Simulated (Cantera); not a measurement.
Input: 1 mol Si, 12 mol HCl, 3.2 mol N2, held at 1450 K and 1.00 Torr.

These are equilibrium values from Cantera (NASA tables, ideal gas, pure condensed phases), not measurements of a reactor. The tables' values for SiCl3 are old estimates; treat these amounts as uncertain. Kinetics and transport are ignored.

```
species    before    after
-------  --------  -------
HCl         0.633    0.563
N2          0.214    0.225
H2         0.0850    0.141
SiCl4      0.0119   0.0704
SiCl2      0.0430    <1e-9
SiCl3      0.0119  5.16e-8
Cl       0.000458    <1e-9
H         7.55e-5    <1e-9
SiHCl3   0.000138  5.43e-6
```
Gas species are given as mole fractions.

What was changed between the two runs?
(A) temperature from 1450 K to 1475 K
(B) HCl from 12 to 21 mol
(C) pressure from 1.00 Torr to 173 Torr
(D) temperature from 1450 K to 725 K

D, temperature from 1450 K to 725 K
